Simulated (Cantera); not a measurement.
A closed system holds: 1 mol PbS, 3.8 mol H2, 73 mol N2, equilibrated at 3.20 mbar.

Method: chemical equilibrium by Gibbs-energy minimisation in Cantera with the NASA 1993 tables (ideal gas, pure condensed phases). Candidate condensed phases: Pb, PbS, S; 18 gas species. The numbers say what is thermodynamically allowed, not how fast it happens. All values below are at 1398 K.

Base state: N2 0.936, H2 0.0479, PbS 0.00740, Pb 0.00542, S2 0.00225, H2S 0.000794, SH 0.000109, H 1.83e-5 (mole fractions); condensed: gas only.

Question: What changes in the equilibrium state with this change: H2 from 3.8 to 6.9 mol?

Answer: 
| species | before | after |
|---|---|---|
| N2 | 0.936 | 0.900 |
| H2 | 0.0479 | 0.0837 |
| PbS | 0.00740 | 0.00693 |
| H2S | 0.000794 | 0.00130 |
| H | 1.83e-5 | 2.42e-5 |
| SH | 0.000109 | 0.000135 |
| S2 | 0.00225 | 0.00198 |
| Pb | 0.00542 | 0.00541 |
